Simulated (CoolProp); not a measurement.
Model: reference Helmholtz-energy equation of state, Lemmon 2006, in CoolProp. It is a short technical equation, of lower accuracy than the large ones.

Question: For R141b, give the phase and the speed of sound (m/s) at 411 K and 0.101 MPa; 446.6 K and 0.101 MPa; 482.2 K and 0.101 MPa.

Answer: 
- 411 K and 0.101 MPa: gas; speed of sound 176
- 446.6 K and 0.101 MPa: gas; speed of sound 184
- 482.2 K and 0.101 MPa: gas; speed of sound 191
